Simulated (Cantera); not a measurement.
A perfectly stirred reactor is fed with H2 : O2 : N2 = 0.83 : 1 : 7.5 (molar parts), at 90.0 Torr; it is held at 1325 K, and followed from long to short residence time.

Detailed kinetics in Cantera: GRI-Mech 3.0 (53 species, 325 reactions). The temperature is held fixed by assumption; the heat of reaction is taken as removed at once.

What does this change do: N2 7.5 to 4 parts?


```
quantity                 before     after
---------------------  --------  --------
x(H2) at τ = 5.10 s     7.28e-5   7.61e-5
x(O2) at τ = 5.10 s      0.0655     0.108
x(NO2) at τ = 5.10 s   9.96e-10   1.64e-9
x(H) at τ = 5.10 s      1.43e-5   1.05e-5
x(OH) at τ = 5.10 s    0.000337  0.000422
x(H2) at τ = 0.110 s   0.000897  0.000955
x(O2) at τ = 0.110 s     0.0653     0.108
x(NO2) at τ = 0.110 s  2.82e-10  3.87e-10
x(H) at τ = 0.110 s    0.000654  0.000497
x(OH) at τ = 0.110 s    0.00121   0.00153
```

What does this change do: pressure from 90.0 Torr to 1.00 bar?


```
quantity                 before     after
---------------------  --------  --------
x(H2) at τ = 5.10 s     7.28e-5   1.25e-5
x(O2) at τ = 5.10 s      0.0655    0.0656
x(NO2) at τ = 5.10 s   9.96e-10   1.82e-8
x(H) at τ = 5.10 s      1.43e-5   2.10e-7
x(OH) at τ = 5.10 s    0.000337   7.47e-5
x(H2) at τ = 0.110 s   0.000897  0.000161
x(O2) at τ = 0.110 s     0.0653    0.0656
x(NO2) at τ = 0.110 s  2.82e-10   7.93e-9
x(H) at τ = 0.110 s    0.000654   9.78e-6
x(OH) at τ = 0.110 s    0.00121  0.000262
```
